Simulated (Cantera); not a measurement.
**Ammonia decomposition in nitride growth gas**

A perfectly stirred reactor is fed with 84.7 % NH3, 15.3 % N2, at 8400 Pa; it is held at 1623 K, and followed from long to short residence time.

Cantera simulation using the gas-phase N/H chemistry of the illustrative SiF4/NH3 mechanism in the Surface Chemkin manual (1991); the numbers are that mechanism's predictions, not measurements. Walls and surfaces, which speed up NH3 decomposition in real reactors, are not modelled.

| τ (s) | x NH3 | x NH | x N2H2 | x H2 | x N | x H | x N2 |
|---|---|---|---|---|---|---|---|
| 18 | 0.466 | 6.42e-7 | 5.64e-7 | 0.310 | 2.39e-8 | 2.86e-5 | 0.224 |
| 3.5 | 0.722 | 6.78e-7 | 1.17e-6 | 0.102 | 1.70e-8 | 8.29e-6 | 0.176 |
| 0.69 | 0.819 | 5.60e-7 | 1.44e-6 | 0.0228 | 6.29e-9 | 1.85e-6 | 0.158 |
| 0.13 | 0.842 | 4.33e-7 | 1.40e-6 | 0.00411 | 1.25e-9 | 3.54e-7 | 0.153 |
| 0.026 | 0.847 | 2.94e-7 | 9.10e-7 | 0.000580 | 1.92e-10 | 6.18e-8 | 0.153 |
| 0.0051 | 0.847 | 5.36e-8 | 1.11e-7 | 3.50e-5 | 1.46e-11 | 9.99e-9 | 0.153 |
| 0.00099 | 0.847 | 2.38e-9 | 3.70e-9 | 4.68e-6 | <1e-12 | 7.00e-9 | 0.153 |
x: mole fraction; the columns are a selection and need not sum to one.
